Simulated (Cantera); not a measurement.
A Cantera script and what it prints.

```python
import numpy as np
import cantera as ct

gas_names = [...]  # 123 gases of nasa_gas.yaml made of C, H, O, S
cond_names = """
    C(gr) C6H6(L) C7H8(L) C8H18(L),n-octa H2O(s) H2O(L) H2SO4(L) S(cr1) S(cr2) S(L)
""".split()


# ... load() reads the species with a 1 bar reference pressure and builds the phases ...
atoms = {
    'CS2': {'C': 1, 'S': 2},
    'H2': {'H': 2},
    'O2': {'O': 2},
    'SO2': {'S': 1, 'O': 2},
}
top_T = {'C(gr)': 4500}  # K; cautious upper limits of use, not melting points


# ... equilibrate(T, P, feed) seeds the gas with the atoms and calls Mixture.equilibrate('TP', solver="vcs", rtol=1e-11, max_steps=5000) ...
results = []
feed = {'CS2': 1, 'H2': 0.24, 'O2': 0.29, 'SO2': 0.14}  # mol
P = 1000  # Pa
for T in [725, 825, 925, 1025, 1125, 1225, 1325]:
    mix = equilibrate(T, P, feed)
    results.append((T, P, feed, dict(zip(mix.species_names, mix.species_moles))))

top = {s: max(r[3][s] / sum(r[3][g] for g in gas_names) for r in results) for s in gas_names}
cols = sorted((s for s in top if top[s] > 1e-06), key=lambda s: -top[s])[:9]
seen = [c for c in cond_names if any(r[3].get(c, 0) > 1e-12 for r in results)]
print("log10 of partial pressures in bar; condensed amounts in mol")
print(f"{'T/K':>10s}" + "".join(f"{s[:9]:>10s}" for s in cols + seen))
for T, P, feed, n in results:
    ng = sum(n[g] for g in gas_names)
    print(f"{T:10.4g}" + "".join(f"{np.log10(max(n[s] / ng * P / 1e5, 1e-99)):10.3f}" for s in cols)
          + "".join(f"{n.get(c, 0):10.4g}" for c in seen))
```

Result:

```
log10 of partial pressures in bar; condensed amounts in mol
       T/K        S2        CO       COS       CS2       H2S       CO2        H2        SH       H2O
       725    -2.616    -3.662    -2.535    -2.717    -2.835    -2.975    -5.429    -8.590    -5.618
       825    -2.561    -2.984    -2.627    -2.786    -2.860    -3.089    -4.705    -7.547    -5.363
       925    -2.483    -2.620    -2.846    -2.930    -2.911    -3.384    -4.183    -6.735    -5.253
      1025    -2.430    -2.468    -3.165    -3.072    -2.980    -3.880    -3.783    -6.098    -5.309
      1125    -2.405    -2.417    -3.509    -3.143    -3.075    -4.497    -3.483    -5.598    -5.522
      1225    -2.392    -2.403    -3.827    -3.168    -3.208    -5.109    -3.280    -5.207    -5.819
      1325    -2.384    -2.400    -4.105    -3.178    -3.370    -5.657    -3.155    -4.901    -6.142
```

Cantera equilibrium calculation (NASA polynomials, part measured and part estimated; ideal gas, pure solids and liquids). Gases not in the tables: S3 to S7.
